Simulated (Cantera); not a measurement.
Cantera run, input and output.

```python
import numpy as np
import cantera as ct

gas = ct.Solution("h2o2.yaml")
gas.TPX = 900, 2666, {'H2': 0.032, 'O2': 2.3}
reactor = ct.IdealGasConstPressureReactor(gas, energy="off", clone=False)
net = ct.ReactorNet([reactor])
net.rtol, net.atol = 1e-08, 1e-18
show = ['H2', 'O2', 'H2O2', 'OH', 'H2O']
times = np.geomspace(0.0005, 80, 15)

steps = ct.SolutionArray(gas, extra=["t"])
rows = []
print(f"{'t/s':>10s}{'T/K':>9s}{'P/Pa':>11s}" + "".join(f"{s:>11s}" for s in show))
for t in times:
    while net.time < t:
        t_next = net.step()
        steps.append(gas.state, t=t_next)
    rows.append([np.interp(t, steps.t, y) for y in (steps.T, steps.P, *steps(*show).X.T)])
    print(f"{t:10.3e}{rows[-1][0]:9.1f}{rows[-1][1]:11.4g}" + "".join(f"{x:11.3e}" for x in rows[-1][2:]))
rate = np.gradient(steps.T, steps.t)
print("integrator steps:", len(steps.t))
if steps.T.max() > steps.T[0] + 200:
    print(f"time of steepest temperature rise: {steps.t[rate.argmax()]:.4e} s")
gas.TPX = 900, 2666, {'H2': 0.032, 'O2': 2.3}
gas.equilibrate("TP")
print(f"equilibrium (TP): T = {gas.T:.1f} K  " + "  ".join(f"{s} {gas[s].X[0]:.3e}" for s in show))
```

Output:

```
       t/s      T/K       P/Pa         H2         O2       H2O2         OH        H2O
 5.000e-04    900.0       2666  1.372e-02  9.863e-01  1.205e-16  3.595e-12  3.293e-12
 1.177e-03    900.0       2666  1.372e-02  9.863e-01  7.114e-16  1.437e-11  2.828e-11
 2.770e-03    900.0       2666  1.372e-02  9.863e-01  5.252e-15  1.476e-10  4.478e-10
 6.518e-03    900.0       2666  1.372e-02  9.863e-01  3.750e-13  2.421e-08  8.002e-08
 1.534e-02    900.0       2666  9.247e-03  9.838e-01  2.931e-07  5.969e-04  3.759e-03
 3.611e-02    900.0       2666  3.869e-04  9.855e-01  1.493e-07  1.433e-04  1.332e-02
 8.498e-02    900.0       2666  8.504e-05  9.860e-01  6.033e-08  4.086e-05  1.371e-02
 2.000e-01    900.0       2666  2.553e-05  9.861e-01  3.306e-08  1.737e-05  1.378e-02
 4.707e-01    900.0       2666  7.798e-06  9.862e-01  1.924e-08  8.421e-06  1.380e-02
 1.108e+00    900.0       2666  2.121e-06  9.862e-01  1.050e-08  4.291e-06  1.381e-02
 2.607e+00    900.0       2666  4.660e-07  9.862e-01  5.165e-09  2.219e-06  1.382e-02
 6.137e+00    900.0       2666  7.633e-08  9.862e-01  2.278e-09  1.158e-06  1.382e-02
 1.444e+01    900.0       2666  8.403e-09  9.862e-01  9.314e-10  6.245e-07  1.382e-02
 3.399e+01    900.0       2666  5.752e-10  9.862e-01  3.793e-10  3.564e-07  1.382e-02
 8.000e+01    900.0       2666  5.408e-11  9.862e-01  1.596e-10  2.144e-07  1.382e-02
integrator steps: 1442
equilibrium (TP): T = 900.0 K  H2 2.743e-13  O2 9.862e-01  H2O2 1.525e-12  OH 1.782e-08  H2O 1.382e-02
```

Model: the H2/O2 subset of GRI-Mech 3.0, which has no nitrogen chemistry, integrated in Cantera. Radical loss at walls, strong at low pressure, is not modelled. Below about 950 K walls govern HO2 and H2O2 in real vessels.
